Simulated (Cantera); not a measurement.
A perfectly stirred reactor is fed with 2.48 % C2H4, 17.3 % O2, 64.9 % N2, 15.4 % H2O, equivalence ratio 0.43, at 4.93 atm; it is adiabatic with a 525 K inlet, and is followed from long to short residence time, starting on the burning branch (τ in s: 0.029, 0.015, 0.0075, 0.0039, 0.002, 0.001, 0.00052, 0.00027, 0.00014, 7e-05, 3.6e-05, 1.9e-05).

Detailed kinetics in Cantera: GRI-Mech 3.0 (53 species, 325 reactions). GRI-Mech 3.0 was tuned for natural gas; its chemistry of ethylene as a main component is partial and can be far from experiment.

One state of this run: T (K) = 1356; x C2H4 = 0.000469; x O2 = 0.105; x H2O = 0.201; x CH4 = 1.98e-5; x H2 = 0.000256; x HCN = 2.58e-10. x: mole fraction; the columns are a selection and need not sum to one.

Task: Which value of τ (s) does it belong to?
A) 1.9e-5
B) 3.6e-5
C) 0.0039
D) 0.0020

Result: C, 0.0039
